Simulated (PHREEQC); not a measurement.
A solution holds 0.00024 mol Ag2SO4, 0.046 mol NaNO3 and 0.0048 mol Cu(NO3)2 per kg of water, at 45 °C. Closed to the air; pH follows from the charge balance.

Computed with PHREEQC (ion-association model, wateq4f.dat).

### Question
The ionic strength comes out as 0.0609 mol/kgw. What activity coefficients do CuOH+, NaSO4-, H+, Cu2(OH)2+2, NO3- get?

### Answer
CuOH+ 0.80, NaSO4- 0.81, H+ 0.84, Cu2(OH)2+2 0.42, NO3- 0.79.

No solid was allowed to form. At this temperature some constants are extrapolated from 25 °C, and those without enthalpy data are left unchanged.
